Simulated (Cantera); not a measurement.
A closed system holds: 1 mol CaCO3, 0.16 mol H2O, 0.23 mol H2, equilibrated at 43000 Pa.

Cantera equilibrium calculation (NASA polynomials, part measured and part estimated; ideal gas, pure solids and liquids). Candidate condensed phases: C, C6H6, C7H8, C8H18, Ca, CaCO3, CaO, Ca(OH)2, H2O; 115 gas species. Kinetics and transport are ignored.

### Question
At 327 °C, list the 3 most abundant gas species with their mole fractions, and the condensed phases.

### Answer
H2 0.540, H2O 0.443, CH4 0.0178. Condensed: CaCO3(calcite) + Ca(OH)2(s).
